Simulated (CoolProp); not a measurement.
20 sccm (0 °C, 1 atm) of nitrogen bubbles through liquid dimethyl carbonate at 333.9 K and leaves saturated at a total pressure of 0.15 MPa (ideal gas phase). Each further row changes one setting.

Model: reference Helmholtz-energy equation of state, Zhou 2011, in CoolProp.

```json
[
 {"case": "as stated", "vapour pressure (kPa)": "36.0", "mole fraction of vapour": "0.240", "delivery (mg/min)": "[?]", "delivery (sccm)": "6.31", "change of delivery for a bath 1 K warmer (%)": "5.3"},
 {"case": "bath temperature 338.9 K", "vapour pressure (kPa)": "[?]", "mole fraction of vapour": "[?]", "delivery (mg/min)": "32.9", "delivery (sccm)": "8.19", "change of delivery for a bath 1 K warmer (%)": "[?]"},
 {"case": "total pressure 0.3 MPa", "vapour pressure (kPa)": "36.0", "mole fraction of vapour": "0.120", "delivery (mg/min)": "[?]", "delivery (sccm)": "2.73", "change of delivery for a bath 1 K warmer (%)": "4.5"}
]
```

**Question.** Some entries are withheld; supply them.

**Answer.** 
- as stated, delivery (mg/min): 25.4
- bath temperature 338.9 K, vapour pressure (kPa): 43.6
- bath temperature 338.9 K, mole fraction of vapour: 0.291
- bath temperature 338.9 K, change of delivery for a bath 1 K warmer (%): 5.5
- total pressure 0.3 MPa, delivery (mg/min): 11.0
